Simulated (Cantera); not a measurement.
A Cantera script and what it prints.

```python
import numpy as np
import cantera as ct

gas_names = [...]  # 113 gases of nasa_gas.yaml made of C, H, O, Ti
cond_names = """
    C(gr) C6H6(L) C7H8(L) C8H18(L),n-octa H2O(s) H2O(L) Ti(a) Ti(b) Ti(L) TiC(s) TiC(L) TiO(a) TiO(b)
    TiO(L) TiO2(ru) TiO2(L) Ti2O3(a) Ti2O3(b) Ti2O3(L) Ti3O5(a) Ti3O5(b) Ti3O5(L) Ti4O7(s) Ti4O7(L)
""".split()


# ... load() reads the species with a 1 bar reference pressure and builds the phases ...
atoms = {
    'Ti(OiPr)4': {'Ti': 1, 'C': 12, 'H': 28, 'O': 4},
    'O2': {'O': 2},
    'H2': {'H': 2},
    'C3H8': {'C': 3, 'H': 8},
}
top_T = {'C(gr)': 4500}  # K; cautious upper limits of use, not melting points


# ... equilibrate(T, P, feed) seeds the gas with the atoms and calls Mixture.equilibrate('TP', solver="vcs", rtol=1e-11, max_steps=5000) ...
results = []
P = 13332.2  # Pa
for T in [1075, 1175, 1275, 1375, 1475, 1575, 1675, 1775, 1875, 1975, 2075, 2175]:
    for m in [0.073, 0.15, 0.31, 0.65, 1.3, 2.8, 5.7]:
        feed = {'Ti(OiPr)4': 1, 'O2': m, 'H2': 5.3, 'C3H8': 0.34}  # mol
        mix = equilibrate(T, P, feed)
        results.append((T, P, feed, dict(zip(mix.species_names, mix.species_moles))))

for T, P, feed, n in results:
    print(f"{T:7g} {feed['O2']:10.4g}  " + (" + ".join(c for c in cond_names if n.get(c, 0) > 1e-12) or "gas only"))
```

Result:

```
   1075      0.073  C(gr) + TiO2(ru)
   1075       0.15  C(gr) + TiO2(ru)
   1075       0.31  C(gr) + TiO2(ru)
   1075       0.65  C(gr) + TiO2(ru)
   1075        1.3  C(gr) + TiO2(ru)
   1075        2.8  C(gr) + TiO2(ru)
   1075        5.7  TiO2(ru)
   1175      0.073  C(gr) + Ti4O7(s)
   1175       0.15  C(gr) + Ti4O7(s)
   1175       0.31  C(gr) + Ti4O7(s)
   1175       0.65  C(gr) + Ti4O7(s)
   1175        1.3  C(gr) + TiO2(ru)
   1175        2.8  C(gr) + TiO2(ru)
   1175        5.7  TiO2(ru)
   1275      0.073  C(gr) + Ti3O5(b)
   1275       0.15  C(gr) + Ti3O5(b)
   1275       0.31  C(gr) + Ti3O5(b)
   1275       0.65  C(gr) + Ti3O5(b)
   1275        1.3  C(gr) + Ti3O5(b)
   1275        2.8  C(gr) + Ti3O5(b)
   1275        5.7  TiO2(ru)
   1375      0.073  C(gr) + TiC(s)
   1375       0.15  C(gr) + TiC(s)
   1375       0.31  C(gr) + TiC(s)
   1375       0.65  C(gr) + TiC(s)
   1375        1.3  C(gr) + TiC(s)
   1375        2.8  C(gr) + TiC(s) + Ti3O5(b)
   1375        5.7  TiO2(ru)
   1475      0.073  C(gr) + TiC(s)
   1475       0.15  C(gr) + TiC(s)
   1475       0.31  C(gr) + TiC(s)
   1475       0.65  C(gr) + TiC(s)
   1475        1.3  C(gr) + TiC(s)
   1475        2.8  C(gr) + TiC(s)
   1475        5.7  TiO2(ru)
   1575      0.073  C(gr) + TiC(s)
   1575       0.15  C(gr) + TiC(s)
   1575       0.31  C(gr) + TiC(s)
   1575       0.65  C(gr) + TiC(s)
   1575        1.3  C(gr) + TiC(s)
   1575        2.8  C(gr) + TiC(s)
   1575        5.7  Ti4O7(s)
   1675      0.073  C(gr) + TiC(s)
   1675       0.15  C(gr) + TiC(s)
   1675       0.31  C(gr) + TiC(s)
   1675       0.65  C(gr) + TiC(s)
   1675        1.3  C(gr) + TiC(s)
   1675        2.8  C(gr) + TiC(s)
   1675        5.7  Ti4O7(s)
   1775      0.073  C(gr) + TiC(s)
   1775       0.15  C(gr) + TiC(s)
   1775       0.31  C(gr) + TiC(s)
   1775       0.65  C(gr) + TiC(s)
   1775        1.3  C(gr) + TiC(s)
   1775        2.8  C(gr) + TiC(s)
   1775        5.7  Ti3O5(b)
   1875      0.073  C(gr) + TiC(s)
   1875       0.15  C(gr) + TiC(s)
   1875       0.31  C(gr) + TiC(s)
   1875       0.65  C(gr) + TiC(s)
   1875        1.3  C(gr) + TiC(s)
   1875        2.8  C(gr) + TiC(s)
   1875        5.7  Ti3O5(b)
   1975      0.073  C(gr) + TiC(s)
   1975       0.15  C(gr) + TiC(s)
   1975       0.31  C(gr) + TiC(s)
   1975       0.65  C(gr) + TiC(s)
   1975        1.3  C(gr) + TiC(s)
   1975        2.8  C(gr) + TiC(s)
   1975        5.7  Ti3O5(b)
   2075      0.073  C(gr) + TiC(s)
   2075       0.15  C(gr) + TiC(s)
   2075       0.31  C(gr) + TiC(s)
   2075       0.65  C(gr) + TiC(s)
   2075        1.3  C(gr) + TiC(s)
   2075        2.8  C(gr) + TiC(s)
   2075        5.7  Ti4O7(L)
   2175      0.073  C(gr) + TiC(s)
   2175       0.15  C(gr) + TiC(s)
   2175       0.31  C(gr) + TiC(s)
   2175       0.65  C(gr) + TiC(s)
   2175        1.3  C(gr) + TiC(s)
   2175        2.8  C(gr) + TiC(s)
   2175        5.7  Ti3O5(L)
```

Cantera equilibrium calculation (NASA polynomials, part measured and part estimated; ideal gas, pure solids and liquids). The feed counts by its element totals alone. Mutual solubility and eutectic melting of coexisting phases are not modelled. TiC: taken at fixed stoichiometry. Condensed phases not in the tables: Magnéli phases beyond Ti4O7.
